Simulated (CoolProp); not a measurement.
A closed Brayton cycle with carbon dioxide: compressor inlet 328.15 K and 8 MPa, high pressure 18.4 MPa, turbine inlet 925 K, compressor efficiency 0.89, turbine efficiency 0.9, recuperator effectiveness 0 (on enthalpy, no pinch check). Each further row changes one setting.

Values from CoolProp's reference Helmholtz-energy equation of state, Span 1996.

```tsv
case	thermal efficiency (%)	net work (kJ/kg)	compressor to turbine work	compressor exit (K)	turbine exit (K)
as stated	12.3	83.1	0.34	399.3	817.7
turbine inlet 875 K	12.4	75.8	0.36	399.3	771.5
compressor inlet 338.15 K	12.1	78.5	0.37	413.1	817.7
high pressure 15.6 MPa	10.1	68.8	0.32	384.8	838.4
recuperator effectiveness 0.5	19.3	83.1	0.34	399.3	817.7
```
